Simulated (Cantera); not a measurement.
Feed: 1 mol Si, 1.3 mol Cl2, 9.8 mol H2, at 1202 °C and 330000 Pa.

These are equilibrium values from Cantera (NASA tables, ideal gas, pure condensed phases), not measurements of a reactor. Candidate condensed phases: Si; 19 gas species. The tables' values for SiCl3 are old estimates; treat these amounts as uncertain. Kinetics and transport are ignored.

**Question.** What is the equilibrium state?

**Answer.** 
* **x(H2)**: 0.866
* **x(HCl)**: 0.0752
* **x(SiCl2)**: 0.0206
* **x(SiHCl3)**: 0.0141
* **x(SiCl4)**: 0.0130
* **x(SiCl3)**: 0.00886
* **x(SiH2Cl2)**: 0.00242
* **x(SiH3Cl)**: 0.000121
* **x(H)**: 6.64e-6
* **n(Si(s))**: 0.366 mol
* **gas amount**: 10.73 mol
